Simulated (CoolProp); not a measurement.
Saturation properties of R1123 (Tc = 331.7 K, pc = 4.549 MPa, ω = 0.243).

Computed with CoolProp (reference Helmholtz-energy equation of state, Akasaka 2020).

```
T (K)  p (MPa)  liquid density (kg/m³)  enthalpy of vaporisation (kJ/kg)  liquid cp (kJ/(kg K))  vapour Z
-----  -------  ----------------------  --------------------------------  ---------------------  --------
205.3  0.07109                    1365                             230.4                  1.271    0.9717
207.4  0.07979                    1358                             228.9                  1.274    0.9693
209.4  0.08884                    1352                             227.5                  1.277    0.9669
211.4  0.09868                    1346                             226.0                  1.280    0.9643
213.5   0.1099                    1340                             224.5                  1.284    0.9615
215.5   0.1215                    1333                             223.0                  1.288    0.9586
217.5   0.1341                    1327                             221.5                  1.291    0.9557
219.6   0.1483                    1320                             220.0                  1.295    0.9524
221.6   0.1629                    1314                             218.5                  1.300    0.9492
223.6   0.1786                    1307                             217.0                  1.304    0.9458
225.7   0.1963                    1301                             215.3                  1.308    0.9421
227.7   0.2145                    1294                             213.8                  1.313    0.9384
229.7   0.2338                    1287                             212.2                  1.318    0.9346
231.8   0.2556                    1280                             210.6                  1.323    0.9304
233.8   0.2777                    1274                             208.9                  1.328    0.9262
```

It boils at 211.9 K under 1 atm.
